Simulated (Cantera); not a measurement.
A closed system holds: 1 mol HCl, 1.4 mol H2O, held at 3077 °C and 5.70 mbar.

These are equilibrium values from Cantera (NASA tables, ideal gas, pure condensed phases), not measurements of a reactor. Candidate condensed phases: H2O; 14 gas species. Equilibrium is a limit: real reactors are often held back by kinetics, nucleation or transport.

Base state: H 0.593, O 0.219, Cl 0.161, H2 0.0117, OH 0.00732, HCl 0.00475, O2 0.00249, H2O 0.000342 (mole fractions); condensed: gas only.

**Question.** What changes in the equilibrium state with this change: temperature from 3077 °C to 1077 °C?

**Answer.** 
| species | before | after |
|---|---|---|
| H2O | 0.000342 | 0.583 |
| HCl | 0.00475 | 0.416 |
| Cl | 0.161 | 0.000587 |
| H | 0.593 | 5.89e-7 |
| O | 0.219 | 2.53e-8 |
| H2 | 0.0117 | 0.000348 |
| OH | 0.00732 | 1.60e-5 |
| O2 | 0.00249 | 2.06e-5 |
